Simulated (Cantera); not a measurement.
A Cantera script and what it prints.

```python
import numpy as np
import cantera as ct

gas_names = """
    H HNO HNO2 HNO3 HO2 H2 H2O H2O2 N NH NH2 NH3 NH2OH NO NO2 NO3 N2 N2H2 N2H4 N2O O OH O2 O3 Si SiH
    SiH2 SiH3 SiH4 SiN SiO SiO2 Si2 Si2N Si3
""".split()
cond_names = """
    H2O(s) H2O(L) Si(cr) Si(L) SiO2(Lqz) SiO2(hqz) SiO2(L) Si2N2O(s) Si3N4(a)
""".split()


def load(file, names, dense=False):
    # The tables refer to 1 bar. Condensed volumes are neglected.
    table = {s.name: s for s in ct.Species.list_from_file(file)}
    out = []
    for n in names:
        d = dict(table[n].input_data)
        d["thermo"] = dict(d["thermo"], **{"reference-pressure": 1e5})
        if dense:
            d["equation-of-state"] = {"model": "constant-volume", "density": "1e6 g/cm^3"}
        out.append(ct.Species.from_dict(d))
    return out


gas = ct.Solution(thermo="ideal-gas", species=load("nasa_gas.yaml", gas_names))
cond = {s.name: ct.Solution(thermo="fixed-stoichiometry", species=[s], name=s.name)
        for s in load("nasa_condensed.yaml", cond_names, dense=True)}
atoms = {
    'Si3N4': {'Si': 3, 'N': 4},
    'H2O': {'H': 2, 'O': 1},
    'H2': {'H': 2},
}
top_T = {'Si2N2O(s)': 2100, 'Si3N4(a)': 2400}  # K; cautious upper limits of use, not melting points


def equilibrate(T, P, feed):
    n = {}
    for name, mol in feed.items():
        for a, k in atoms[name].items():
            n[a] = n.get(a, 0.0) + k * mol
    gas.TPX = T, P, n
    mass = sum(n.values()) * gas.mean_molecular_weight
    gas.equilibrate("TP")
    valid = [c for c in cond.values() if c.min_temp <= T <= top_T.get(c.name, c.max_temp)]
    mix = ct.Mixture([(gas, mass / gas.mean_molecular_weight)] + [(c, 0.0) for c in valid])
    mix.T, mix.P = T, P
    mix.equilibrate("TP", solver="vcs", rtol=1e-11, max_steps=5000)
    return mix


results = []
feed = {'Si3N4': 1, 'H2O': 0.12, 'H2': 7.6}  # mol
T = 1448  # K
P = 13000  # Pa
mix = equilibrate(T, P, feed)
results.append((T, P, feed, dict(zip(mix.species_names, mix.species_moles))))
print(gas.report(threshold=0.0001))
for i in range(1, mix.n_phases):
    print(f"{mix.phase(i).name:16s} {mix.phase_moles(i):12.5e} mol")
```

Output:

```
       temperature   1448 K
          pressure   13000 Pa
           density   0.0023216 kg/m^3
  mean mol. weight   2.15 kg/kmol
   phase of matter   gas

                          1 kg             1 kmol
                     ---------------   ---------------
          enthalpy        1.6126e+07        3.4671e+07  J
   internal energy        1.0526e+07        2.2632e+07  J
           entropy             90843        1.9531e+05  J/K
    Gibbs function       -1.1541e+08       -2.4814e+08  J
 heat capacity c_p             14958             32161  J/K
 heat capacity c_v             11091             23846  J/K

                      mass frac. Y      mole frac. X     chem. pot. / RT
                     ---------------   ---------------   ---------------
                H2           0.93281           0.99482           -20.546
                N2          0.067161         0.0051545           -33.212
     [  +33 minor]        2.9156e-05         2.678e-05

Si(cr)            0.00000e+00 mol
SiO2(hqz)         0.00000e+00 mol
Si2N2O(s)         1.19996e-01 mol
Si3N4(a)          9.20001e-01 mol
```

Cantera equilibrium calculation (NASA polynomials, part measured and part estimated; ideal gas, pure solids and liquids). Mutual solubility and eutectic melting of coexisting phases are not modelled.
